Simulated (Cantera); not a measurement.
A closed system holds: 1 mol Fe3O4, 230 mol H2, 0.076 mol H2O, at 1200 Pa.

Equilibrium computed with Cantera from the NASA thermochemical tables; the gas is ideal and each condensed phase is pure. Candidate condensed phases: Fe, FeO, Fe(OH)2, Fe(OH)3, Fe2O3, Fe3O4, H2O; 12 gas species. The numbers say what is thermodynamically allowed, not how fast it happens.

Q: At 1623 K, list the 4 most abundant gas species with their mole fractions, and the condensed phases.

A: H2 0.982, H2O 0.0177, H 0.000625, Fe 0.000139. Condensed: Fe(γ).
